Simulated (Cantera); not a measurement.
Charge: 1 mol Pb, 0.071 mol H2O, 3.3 mol CO, held at 1973.15 K and 1330 Pa.

Equilibrium computed with Cantera from the NASA thermochemical tables; the gas is ideal and each condensed phase is pure. Candidate condensed phases: C, C6H6, C7H8, C8H18, H2O, Pb, PbO, PbO2, Pb3O4; 113 gas species. The numbers say what is thermodynamically allowed, not how fast it happens.

Base state: CO 0.740, Pb 0.229, CO2 0.0149, H2 0.0142, H 0.00140, H2O 0.00128, PbO 8.46e-5, OH 1.19e-5 (mole fractions); condensed: gas only.

Question: What changes in the equilibrium state with this change: temperature from 1973.15 K to 1748 K?

Answer: 
| species | before | after |
|---|---|---|
| CO | 0.740 | 0.740 |
| Pb | 0.229 | 0.229 |
| CO2 | 0.0149 | 0.0151 |
| H | 0.00140 | 0.000242 |
| H2 | 0.0142 | 0.0150 |
| OH | 1.19e-5 | 1.04e-6 |
| PbO | 8.46e-5 | 2.63e-5 |
| H2O | 0.00128 | 0.00111 |
